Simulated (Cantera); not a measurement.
What does this Cantera script print?

```python
import numpy as np
import cantera as ct

gas_names = [...]  # 109 gases of nasa_gas.yaml made of C, Cl, H, Si
cond_names = """
    C(gr) C6H6(L) C7H8(L) C8H18(L),n-octa Si(cr) Si(L) SiC(b)
""".split()


# ... load() reads the species with a 1 bar reference pressure and builds the phases ...
atoms = {
    'SiH2Cl2': {'Si': 1, 'H': 2, 'CL': 2},
    'H2': {'H': 2},
    'C2H4': {'C': 2, 'H': 4},
}
top_T = {'C(gr)': 4500, 'SiC(b)': 3050}  # K; cautious upper limits of use, not melting points


# ... equilibrate(T, P, feed) seeds the gas with the atoms and calls Mixture.equilibrate('TP', solver="vcs", rtol=1e-11, max_steps=5000) ...
results = []
feed = {'SiH2Cl2': 1, 'H2': 900, 'C2H4': 0.42}  # mol
T = 1125  # K
P = 1000  # Pa
mix = equilibrate(T, P, feed)
results.append((T, P, feed, dict(zip(mix.species_names, mix.species_moles))))
x = sorted(zip(gas.X, gas.species_names), reverse=True)
print(f"T = {T:g} K  P = {P:g} Pa  gas = {mix.phase_moles(0):.4g} mol")
print("   x: " + "  ".join(f"{s} {v:.3e}" for v, s in x if v > 0.0001))
print("   condensed (mol): " + ("  ".join(f"{mix.phase(i).name} {mix.phase_moles(i):.4g}"
      for i in range(1, mix.n_phases) if mix.phase_moles(i) > 1e-12) or "none"))
```

It prints:

```
T = 1125 K  P = 1000 Pa  gas = 902.8 mol
   x: H2 9.978e-01  HCL 2.193e-03
   condensed (mol): Si(cr) 0.1505  SiC(b) 0.8397
```

These are equilibrium values from Cantera (NASA tables, ideal gas, pure condensed phases), not measurements of a reactor. Mutual solubility and eutectic melting of coexisting phases are not modelled.
